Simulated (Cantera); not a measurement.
An isothermal, constant-pressure homogeneous reactor starts with CH4 : H2O : H2 = 1 : 2.2 : 0.21 (molar parts), at 1598 K and 28.6 atm.

Model: GRI-Mech 3.0 (53 species, 325 reactions), integrated in Cantera. The pressure lies above the range GRI-Mech 3.0 was tuned for (to about 10 atm).

### Question
Predict: x(CH4) at 1.00 s; x(H2O) at 1.00 s; x(H2) at 1.00 s; x(CH3) at 1.00 s.

### Answer
| Quantity | Result |
|---|---|
| x(CH4) at 1.00 s | 0.101 (gas-phase equilibrium 0.000224) |
| x(H2O) at 1.00 s | 0.353 (gas-phase equilibrium 0.204) |
| x(H2) at 1.00 s | 0.427 (gas-phase equilibrium 0.611) |
| x(CH3) at 1.00 s | 3.11e-5 (gas-phase equilibrium 5.78e-8) |
